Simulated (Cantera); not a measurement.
# Adiabatic ignition

An adiabatic, constant-pressure homogeneous reactor starts with 30.5 % CO, 2.93 % H₂, 10.5 % O₂, 39.3 % N₂, 16.8 % H₂O, at 1125 K and 760 Torr.

Computed with Cantera and GRI-Mech 3.0 (53 species, 325 reactions).

```
t (s)     T (K)   x CO    x H₂     x O₂     x N₂O      x NO  x H₂O      x OH
--------  -----  -----  ------  -------  --------  --------  -----  --------
3.00e-6    1125  0.305  0.0293    0.105    <1e-12    <1e-12  0.168  1.35e-10
1.12e-5    1125  0.305  0.0293    0.105    <1e-12    <1e-12  0.168  7.65e-10
4.20e-5    1125  0.305  0.0293    0.105    <1e-12    <1e-12  0.168   7.26e-9
0.000157   1125  0.305  0.0292    0.105  3.86e-11    <1e-12  0.168   2.81e-6
0.000587   2362  0.138  0.0222  0.00934   6.39e-8   5.99e-5  0.184    0.0113
0.00219    2499  0.129  0.0194  0.00363   7.70e-8  0.000276  0.193   0.00733
0.00820    2498  0.129  0.0194  0.00344   7.83e-8  0.000896  0.193   0.00715
0.0307     2494  0.130  0.0195  0.00326   8.52e-8   0.00192  0.193   0.00696
0.115      2494  0.130  0.0196  0.00323   8.71e-8   0.00210  0.193   0.00693
0.429      2494  0.130  0.0196  0.00323   8.71e-8   0.00210  0.193   0.00693
1.60       2494  0.130  0.0196  0.00323   8.71e-8   0.00210  0.193   0.00693
6.00       2494  0.130  0.0196  0.00323   8.71e-8   0.00210  0.193   0.00693
```
x: mole fraction; the columns are a selection and need not sum to one.

time of steepest temperature rise: 0.285 ms
temperature at 6.00 s: 2494 K
equilibrium temperature: 2494 K
x(CO) at 6.00 s: 0.130 (gas-phase equilibrium 0.130)
x(H₂) at 6.00 s: 0.0196 (gas-phase equilibrium 0.0196)
x(O₂) at 6.00 s: 0.00323 (gas-phase equilibrium 0.00323)
